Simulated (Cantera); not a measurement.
Cantera run, input and output.

```python
import numpy as np
import cantera as ct

gas = ct.Solution("gri30.yaml")
gas.TPX = 1325, 2900000, {'CH4': 1, 'H2O': 1.6}
reactor = ct.IdealGasConstPressureReactor(gas, energy="off", clone=False)
net = ct.ReactorNet([reactor])
net.rtol, net.atol = 1e-08, 1e-18
show = ['CH4', 'H2O', 'CO', 'CH3', 'HO2']
times = np.geomspace(2e-06, 10, 9)

steps = ct.SolutionArray(gas, extra=["t"])
rows = []
print(f"{'t/s':>10s}{'T/K':>9s}{'P/Pa':>11s}" + "".join(f"{s:>11s}" for s in show))
for t in times:
    while net.time < t:
        t_next = net.step()
        steps.append(gas.state, t=t_next)
    rows.append([np.interp(t, steps.t, y) for y in (steps.T, steps.P, *steps(*show).X.T)])
    print(f"{t:10.3e}{rows[-1][0]:9.1f}{rows[-1][1]:11.4g}" + "".join(f"{x:11.3e}" for x in rows[-1][2:]))
rate = np.gradient(steps.T, steps.t)
print("integrator steps:", len(steps.t))
if steps.T.max() > steps.T[0] + 200:
    print(f"time of steepest temperature rise: {steps.t[rate.argmax()]:.4e} s")
gas.TPX = 1325, 2900000, {'CH4': 1, 'H2O': 1.6}
gas.equilibrate("TP")
print(f"equilibrium (TP): T = {gas.T:.1f} K  " + "  ".join(f"{s} {gas[s].X[0]:.3e}" for s in show))
```

Output:

```
       t/s      T/K       P/Pa        CH4        H2O         CO        CH3        HO2
 2.000e-06   1325.0    2.9e+06  3.846e-01  6.154e-01  1.600e-20  9.898e-08  1.560e-23
 1.375e-05   1325.0    2.9e+06  3.846e-01  6.154e-01  1.475e-16  6.719e-07  1.541e-20
 9.457e-05   1325.0    2.9e+06  3.846e-01  6.154e-01  9.534e-13  2.890e-06  2.144e-18
 6.503e-04   1325.0    2.9e+06  3.846e-01  6.154e-01  2.319e-10  3.270e-06  3.188e-18
 4.472e-03   1325.0    2.9e+06  3.844e-01  6.154e-01  2.496e-08  3.568e-06  4.123e-18
 3.075e-02   1325.0    2.9e+06  3.829e-01  6.151e-01  2.596e-06  4.470e-06  8.216e-18
 2.115e-01   1325.0    2.9e+06  3.715e-01  6.115e-01  5.030e-05  4.536e-06  1.114e-17
 1.454e+00   1325.0    2.9e+06  3.169e-01  5.935e-01  8.421e-04  6.155e-06  3.728e-17
 1.000e+01   1325.0    2.9e+06  3.111e-01  5.665e-01  3.503e-03  6.308e-06  4.025e-17
integrator steps: 1227
equilibrium (TP): T = 1325.0 K  CH4 1.552e-02  H2O 1.297e-01  CO 1.883e-01  CH3 1.165e-07  HO2 1.438e-19
```

Cantera simulation using GRI-Mech 3.0 (53 species, 325 reactions); the numbers are that mechanism's predictions, not measurements. The pressure lies above the range GRI-Mech 3.0 was tuned for (to about 10 atm).
